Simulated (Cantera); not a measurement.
An isothermal, constant-pressure homogeneous reactor starts with H2 : O2 = 0.0054 : 1 (molar parts), at 975 K and 20.0 Torr. Integrator tolerance rtol = 1e-08.

Cantera simulation using GRI-Mech 3.0 (53 species, 325 reactions); the numbers are that mechanism's predictions, not measurements. Radical loss at walls, strong at low pressure, is not modelled.

**Question.** What does this change do: pressure from 20.0 Torr to 1.43 Torr?

**Answer.** 
```tsv
quantity	before	after
x(H2) at 2.00 s	1.56e-8 (gas-phase equilibrium 1.35e-12)	1.04e-5 (gas-phase equilibrium 5.08e-12)
x(O2) at 2.00 s	0.995 (gas-phase equilibrium 0.995)	0.991 (gas-phase equilibrium 0.995)
x(H2O2) at 2.00 s	3.72e-9 (gas-phase equilibrium 1.78e-12)	1.36e-9 (gas-phase equilibrium <1e-12)
x(HO2) at 2.00 s	3.43e-8 (gas-phase equilibrium 1.86e-10)	1.96e-7 (gas-phase equilibrium 9.61e-11)
x(O) at 2.00 s	2.35e-6 (gas-phase equilibrium 4.44e-10)	0.00310 (gas-phase equilibrium 1.66e-9)
x(H2O) at 2.00 s	0.00538 (gas-phase equilibrium 0.00539)	0.00521 (gas-phase equilibrium 0.00539)
x(OH) at 2.00 s	4.30e-6 (gas-phase equilibrium 5.92e-8)	0.000155 (gas-phase equilibrium 1.15e-7)
```
